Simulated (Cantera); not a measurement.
# Reactions in the system Cl-Fe-H

Cantera with NASA thermochemical tables; ideal gases at 1 bar, condensed phases pure. Values are per mole of reaction as written; species without (g) are pure solids or liquids, kept so even where they would boil at 1 bar.

FeCl3 → FeCl2 + Cl(g)

| T (K) | ΔH° (kJ) | ΔS° (J/K) | ΔG° (kJ) | log10 K | condensed phases |
|---|---|---|---|---|---|
| 698 | 130.1 | 56.1 | 90.9 | -6.80 | FeCl3(l), FeCl2(s) |
| 748 | 128.7 | 54.2 | 88.2 | -6.16 | FeCl3(l), FeCl2(s) |
| 798 | 127.4 | 52.6 | 85.5 | -5.60 | FeCl3(l), FeCl2(s) |
| 848 | 126.1 | 51.0 | 82.9 | -5.11 | FeCl3(l), FeCl2(s) |
| 898 | 124.9 | 49.5 | 80.4 | -4.68 | FeCl3(l), FeCl2(s) |
| 948 | 123.6 | 48.2 | 77.9 | -4.29 | FeCl3(l), FeCl2(s) |
| 998 | 166.1 | 93.0 | 73.4 | -3.84 | FeCl3(l), FeCl2(l) |
| 1048 | 165.7 | 92.5 | 68.7 | -3.43 | FeCl3(l), FeCl2(l) |
| 1098 | 165.2 | 92.0 | 64.1 | -3.05 | FeCl3(l), FeCl2(l) |

Fe2Cl6(g) + 6 H(g) → 2 Fe + 6 HCl(g)

| T (K) | ΔH° (kJ) | ΔS° (J/K) | ΔG° (kJ) | log10 K |
|---|---|---|---|---|
| 698 | -1234.5 | -107.6 | -1159.4 | 86.76 |
| 748 | -1237.3 | -111.5 | -1153.9 | 80.58 |
| 798 | -1239.9 | -114.9 | -1148.2 | 75.16 |
| 848 | -1242.2 | -117.7 | -1142.4 | 70.37 |
| 898 | -1244.2 | -120.0 | -1136.5 | 66.10 |
| 948 | -1245.7 | -121.6 | -1130.4 | 62.28 |
| 998 | -1246.7 | -122.6 | -1124.3 | 58.84 |
| 1048 | -1245.7 | -121.7 | -1118.2 | 55.73 |
| 1098 | -1245.3 | -121.3 | -1112.1 | 52.91 |
